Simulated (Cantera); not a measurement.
Cantera run, input and output.

```python
import numpy as np
import cantera as ct

gas = ct.Solution("gri30.yaml")
gas.TPX = 1423, 99000, {'H2': 0.4, 'O2': 1, 'N2': 0.98}
reactor = ct.IdealGasConstPressureReactor(gas, energy="off", clone=False)
net = ct.ReactorNet([reactor])
net.rtol, net.atol = 1e-08, 1e-18
show = ['H2', 'O2', 'NO', 'O', 'NO2', 'OH', 'N2O']
times = np.geomspace(1e-06, 2, 13)

steps = ct.SolutionArray(gas, extra=["t"])
rows = []
print(f"{'t/s':>10s}{'T/K':>9s}{'P/Pa':>11s}" + "".join(f"{s:>11s}" for s in show))
for t in times:
    while net.time < t:
        t_next = net.step()
        steps.append(gas.state, t=t_next)
    rows.append([np.interp(t, steps.t, y) for y in (steps.T, steps.P, *steps(*show).X.T)])
    print(f"{t:10.3e}{rows[-1][0]:9.1f}{rows[-1][1]:11.4g}" + "".join(f"{x:11.3e}" for x in rows[-1][2:]))
rate = np.gradient(steps.T, steps.t)
print("integrator steps:", len(steps.t))
if steps.T.max() > steps.T[0] + 200:
    print(f"time of steepest temperature rise: {steps.t[rate.argmax()]:.4e} s")
gas.TPX = 1423, 99000, {'H2': 0.4, 'O2': 1, 'N2': 0.98}
gas.equilibrate("TP")
print(f"equilibrium (TP): T = {gas.T:.1f} K  " + "  ".join(f"{s} {gas[s].X[0]:.3e}" for s in show))
```

It prints:

```
       t/s      T/K       P/Pa         H2         O2         NO          O        NO2         OH        N2O
 1.000e-06   1423.0    9.9e+04  1.681e-01  4.202e-01  4.757e-17  8.955e-08  3.809e-23  7.368e-08  3.249e-14
 3.350e-06   1423.0    9.9e+04  1.681e-01  4.202e-01  6.249e-15  3.264e-06  5.139e-20  2.607e-06  1.288e-12
 1.122e-05   1423.0    9.9e+04  5.008e-02  3.559e-01  6.972e-07  2.971e-02  2.618e-10  1.608e-02  2.280e-08
 3.761e-05   1423.0    9.9e+04  1.715e-03  3.626e-01  5.893e-06  4.742e-03  2.015e-08  4.516e-03  2.303e-07
 1.260e-04   1423.0    9.9e+04  1.198e-04  3.664e-01  5.906e-06  3.182e-04  7.099e-08  1.173e-03  2.971e-07
 4.221e-04   1423.0    9.9e+04  1.190e-05  3.668e-01  5.899e-06  3.963e-05  8.236e-08  4.216e-04  3.173e-07
 1.414e-03   1423.0    9.9e+04  1.906e-06  3.669e-01  5.923e-06  7.703e-06  5.902e-08  1.859e-04  3.228e-07
 4.738e-03   1423.0    9.9e+04  4.628e-07  3.669e-01  5.940e-06  2.020e-06  4.315e-08  9.490e-05  3.113e-07
 1.587e-02   1423.0    9.9e+04  2.132e-07  3.669e-01  5.933e-06  9.089e-07  5.051e-08  6.347e-05  2.608e-07
 5.318e-02   1423.0    9.9e+04  1.960e-07  3.669e-01  5.931e-06  8.257e-07  5.333e-08  6.046e-05  1.467e-07
 1.782e-01   1423.0    9.9e+04  1.959e-07  3.669e-01  5.933e-06  8.251e-07  5.336e-08  6.044e-05  4.849e-08
 5.970e-01   1423.0    9.9e+04  1.959e-07  3.669e-01  5.935e-06  8.250e-07  5.338e-08  6.044e-05  3.893e-08
 2.000e+00   1423.0    9.9e+04  1.959e-07  3.669e-01  5.944e-06  8.250e-07  5.346e-08  6.044e-05  3.893e-08
integrator steps: 1392
equilibrium (TP): T = 1423.0 K  H2 1.960e-07  O2 3.665e-01  NO 8.247e-04  O 8.246e-07  NO2 7.414e-06  OH 6.042e-05  N2O 3.899e-08
```

Cantera simulation using GRI-Mech 3.0 (53 species, 325 reactions); the numbers are that mechanism's predictions, not measurements. The temperature is held fixed by assumption; the heat of reaction is taken as removed at once.
